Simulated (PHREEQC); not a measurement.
Synthetic water in mg/L, 48 °C, pH 1.96, pe 11.9:

```json
[
 {"constituent": "Na", "mg/L": "56.4"},
 {"constituent": "K", "mg/L": "11.8"},
 {"constituent": "Ca", "mg/L": "145"},
 {"constituent": "Mg", "mg/L": "72.1"},
 {"constituent": "Cl", "mg/L": "214"},
 {"constituent": "S(6) as SO4", "mg/L": "1540"},
 {"constituent": "Br", "mg/L": "2.56"},
 {"constituent": "Zn", "mg/L": "0.243"}
]
```

Valence states are taken as typed.

Model: ion-association model, phreeqc.dat, run in PHREEQC.

Precipitation was switched off in this run.

**Question.** Order these Ca species by the share of Ca that they hold, largest first: Ca+2, CaHSO4+, CaSO4.

**Answer.** Ca+2 (73 %), CaSO4 (24 %), CaHSO4+ (3.1 %)

The pH is 1.96 and the ionic strength 0.0366 mol/kgw. Away from 25 °C the constants follow the database's enthalpies or fits; those with neither stay at their 25 °C values.
